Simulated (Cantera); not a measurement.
A freely propagating, adiabatic, planar premixed flame of 19.3 % H₂, 16.9 % O₂, 63.7 % N₂, equivalence ratio 0.57, unburnt at 325 K and 100.0 Torr; mixture-averaged transport, grid criteria slope 0.08 and curve 0.16, no radiation.

Model: the H2/O2 subset of GRI-Mech 3.0, which has no nitrogen chemistry, integrated in Cantera. Burning velocities carry a grid error of a few per cent, more on coarse grids. Lean hydrogen flames are cellular in practice and burn faster than this planar one.

x: mole fraction of selected species; z is measured from the peak of heat release.

| z (mm) | T (K) | u (m/s) | x H₂ | x O₂ | x H | x H₂O | x O | x HO₂ |
|---|---|---|---|---|---|---|---|---|
| -13.6 | 325 | 1.13 | 0.193 | 0.169 | <1e-8 | <1e-8 | <1e-8 | <1e-8 |
| -9.06 | 325 | 1.13 | 0.193 | 0.169 | <1e-8 | <1e-8 | <1e-8 | <1e-8 |
| -6.79 | 325 | 1.13 | 0.193 | 0.169 | <1e-8 | 3.70e-8 | <1e-8 | <1e-8 |
| -4.53 | 325 | 1.13 | 0.192 | 0.170 | <1e-8 | ___ | <1e-8 | ___ |
| -2.26 | 354 | 1.21 | 0.178 | 0.172 | 1.19e-5 | 0.00130 | 1.76e-6 | 8.02e-5 |
| -1.13 | 612 | 2.03 | 0.138 | 0.167 | 0.00277 | 0.0256 | 0.000110 | 6.41e-5 |
| 0 | 959 | 3.11 | 0.0743 | 0.139 | 0.0149 | 0.0880 | 0.00269 | 2.54e-5 |
| 1.13 | 1202 | 3.88 | 0.0259 | 0.102 | 0.0231 | 0.152 | 0.00809 | 1.44e-5 |
| 2.26 | 1331 | 4.28 | 0.0128 | 0.0884 | 0.0209 | 0.175 | 0.00998 | 1.05e-5 |
| 4.53 | 1460 | 4.67 | 0.00956 | 0.0838 | 0.0140 | 0.185 | 0.00902 | 7.87e-6 |
| 9.06 | 1579 | 5.01 | 0.00724 | 0.0818 | 0.00758 | 0.193 | 0.00663 | 5.77e-6 |
| 18.1 | 1672 | 5.28 | ___ | 0.0809 | ___ | 0.200 | ___ | ___ |
| 36.2 | 1732 | 5.45 | 0.00229 | 0.0808 | 0.00108 | 0.205 | 0.00200 | 2.26e-6 |

**Question.** Complete the blanks.

**Answer.** 
- -4.53, x H₂O: 1.71e-6
- -4.53, x HO₂: 1.25e-7
- 18.1, x H₂: 0.00453
- 18.1, x H: 0.00324
- 18.1, x O: 0.00402
- 18.1, x HO₂: 3.88e-6
